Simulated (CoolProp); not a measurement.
A simple Rankine cycle with R21: condensing at 307.15 K, boiler at 2.11 MPa, turbine inlet 437 K, turbine efficiency 0.65, pump efficiency 0.6, no recuperator. Each further row changes one setting.

Model: reference Helmholtz-energy equation of state, Platzer 1990, in CoolProp. This equation is an older, rougher fit; its heat capacities, sound speeds and derivatives of the liquid may be far off and weren't checked against measurements.

```csv
case,thermal efficiency (%),net work (kJ/kg),heat in (kJ/kg),turbine exit temperature (K),volume ratio over the turbine
as stated,12.3,35.8,292,353.7,8.14
turbine inlet 457 K,12.5,[?],309,374.8,8.01
condensing temperature 299.15 K,[?],39.9,300,346.0,10.4
boiler pressure 1.48 MPa,[?],32.4,300,[?],5.62
turbine efficiency 0.55,10.2,29.9,292,362.3,8.37
```

### Question
Some entries are withheld; supply them.

### Answer

- turbine inlet 457 K, net work (kJ/kg): 38.6
- condensing temperature 299.15 K, thermal efficiency (%): 13.3
- boiler pressure 1.48 MPa, thermal efficiency (%): 10.8
- boiler pressure 1.48 MPa, turbine exit temperature (K): 370.9
